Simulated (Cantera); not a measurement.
Input: 1 mol NH3, 0.019 mol SO2, at 0.000160 bar.

Cantera equilibrium calculation (NASA polynomials, part measured and part estimated; ideal gas, pure solids and liquids). Candidate condensed phases: H2O, H2SO4, S; 35 gas species. Gases not in the tables: S3 to S7. The numbers say what is thermodynamically allowed, not how fast it happens. All values below are at 1223 K.

Base state: H2 0.723, N2 0.250, H2O 0.0190, H2S 0.00650, S2 0.00143, SH 0.000135, H 2.02e-5 (mole fractions); condensed: gas only.

### Question
What changes in the equilibrium state with this change: pressure from 0.000160 bar to 36.0 bar?

### Answer
```json
[
 {"species": "H2", "before": "0.723", "after": "0.720"},
 {"species": "N2", "before": "0.250", "after": "0.250"},
 {"species": "H2O", "before": "0.0190", "after": "0.0190"},
 {"species": "H2S", "before": "0.00650", "after": "0.00952"},
 {"species": "NH3", "before": "8.46e-9", "after": "0.00189"},
 {"species": "S2", "before": "0.00143", "after": "1.37e-8"},
 {"species": "H", "before": "2.02e-5", "after": "4.25e-8"},
 {"species": "SH", "before": "0.000135", "after": "4.17e-7"}
]
```
The ideal-gas law is rough above about 30 bar.
